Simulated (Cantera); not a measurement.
# Cu2O + C + CO (carbothermic reduction)

A closed system holds: 1 mol Cu2O, 6.4 mol C, 0.04 mol CO, equilibrated at 13.0 Pa.

Equilibrium computed with Cantera from the NASA thermochemical tables; the gas is ideal and each condensed phase is pure. Candidate condensed phases: C, Cu, CuO, Cu2O; 15 gas species. The numbers say what is thermodynamically allowed, not how fast it happens.

| T (K) | x CO | x Cu | x Cu2 | x CO2 | n C(graphite) | n Cu(s) | n Cu(l) |
|---|---|---|---|---|---|---|---|
| 948 | 1.000 | 1.33e-8 | <1e-12 | 0.000228 | 5.40 | 2.00 | 0 |
| 1048 | 1.000 | 7.53e-7 | 2.82e-12 | 2.88e-5 | 5.40 | 2.00 | 0 |
| 1148 | 1.000 | 2.09e-5 | 3.17e-10 | 5.29e-6 | 5.40 | 2.00 | 0 |
| 1248 | 1.000 | 0.000339 | 1.64e-8 | 1.28e-6 | 5.40 | 2.00 | 0 |
| 1348 | 0.996 | 0.00360 | 4.64e-7 | 3.85e-7 | 5.40 | 2.00 | 0 |
| 1448 | 0.974 | 0.0255 | 7.05e-6 | 1.32e-7 | 5.40 | 0 | 1.97 |
| 1548 | 0.862 | 0.138 | 7.32e-5 | 4.25e-8 | 5.40 | 0 | 1.83 |
| 1648 | 0.392 | 0.608 | 0.000564 | 4.06e-9 | 5.40 | 0 | 0.384 |
| 1748 | 0.342 | 0.658 | 0.000293 | 1.57e-9 | 5.40 | 0 | 0 |
| 1848 | 0.342 | 0.658 | 0.000142 | 8.59e-10 | 5.40 | 0 | 0 |
| 1948 | 0.342 | 0.658 | 7.39e-5 | 5.02e-10 | 5.40 | 0 | 0 |
x: gas mole fraction; n: condensed amount in mol.

From 948 K to 1348 K the condensed part is C(graphite) + Cu(s). From 1448 K to 1648 K the condensed part is C(graphite) + Cu(l). From 1748 K to 1948 K the condensed part is C(graphite). The main Cu-bearing gas is Cu throughout.
